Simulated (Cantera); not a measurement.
Catalytic combustion on Pt

An isothermal plug-flow reactor at 1223 K and 2.00 bar (inlet), inlet velocity 3.4 m/s, active area per volume 490 1/m; feed CH4 : O2 : N2 = 0.0086 : 0.01 : 0.79 (molar parts), equivalence ratio 1.7.

Cantera simulation using Deutschmann's 1995 Pt surface mechanism with GRI-Mech 3.0 gas chemistry; the numbers are that mechanism's predictions, not measurements. Catalytic surfaces can have several steady states; this one follows from the mechanism file's or the stated starting coverage. Mass transfer to the wall is taken as infinitely fast.

| z (m) | x CH4 | x O2 | x H2O | x CO2 | x CO | θ free Pt | θ H* | θ O* | θ OH* | θ CO* | θ C* |
|---|---|---|---|---|---|---|---|---|---|---|---|
| 0.00042 | 0.0100 | 0.0111 | 0.00124 | 0.000599 | 2.27e-5 | 0.609 | 3.33e-6 | 0.390 | 0.000723 | 5.79e-5 | 9.13e-7 |
| 0.0008 | 0.00945 | 0.0100 | 0.00236 | 0.00115 | 2.23e-5 | 0.621 | 4.35e-6 | 0.378 | 0.000898 | 5.91e-5 | 9.31e-7 |
| 0.0016 | 0.00829 | 0.00771 | 0.00467 | 0.00231 | 2.18e-5 | 0.656 | 6.56e-6 | 0.343 | 0.00116 | 6.49e-5 | 1.02e-6 |
| 0.003 | 0.00568 | 0.00286 | 0.00983 | 0.00425 | 0.000676 | 0.993 | 0.000568 | 0.000416 | 7.88e-5 | 0.00488 | 0.00149 |
| 0.0058 | 0.00177 | 0.000105 | 0.0113 | 0.00430 | 0.00449 | 0.939 | 0.00379 | 5.79e-6 | 8.24e-6 | 0.0274 | 0.0295 |
| 0.011 | 0.000220 | 2.77e-7 | 0.00989 | 0.00433 | 0.00597 | 0.951 | 0.00487 | 3.38e-6 | 5.95e-6 | 0.0373 | 0.00649 |
| 0.022 | 2.44e-6 | 1.07e-12 | 0.00958 | 0.00442 | 0.00610 | 0.956 | 0.00503 | 3.16e-6 | 5.68e-6 | 0.0385 | 9.86e-5 |
| 0.042 | 3.14e-8 | <1e-12 | 0.00942 | 0.00457 | 0.00595 | 0.957 | 0.00507 | 3.08e-6 | 5.56e-6 | 0.0376 | 2.21e-5 |
x: gas mole fraction; θ: surface coverage.
